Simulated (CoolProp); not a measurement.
Properties of oxygen along the isobar 58.8 bar (Tc = 154.6 K, pc = 50.46 bar, ω = 0.022).

Values from CoolProp's reference Helmholtz-energy equation of state, Schmidt 1985. Above 300 K oxygen's equation is extrapolated.

```
T (K)          phase  cv (kJ/(kg K))  speed of sound (m/s)
-----  -------------  --------------  --------------------
91.3          liquid          0.9362                 922.6
130.8         liquid      (withheld)                 593.7
170.3  supercritical          0.7980                 212.8
209.7  supercritical          0.6972                 264.1
249.2  supercritical          0.6766            (withheld)
288.7  supercritical          0.6721                 326.0
328.2  supercritical          0.6744                 349.9
367.6  supercritical          0.6807            (withheld)
407.1  supercritical          0.6897                 390.5
```

Problem. Some entries are withheld; supply them.

Solution. 
- 130.8, cv (kJ/(kg K)): 0.8293
- 249.2, speed of sound (m/s): 298.3
- 367.6, speed of sound (m/s): 371.1
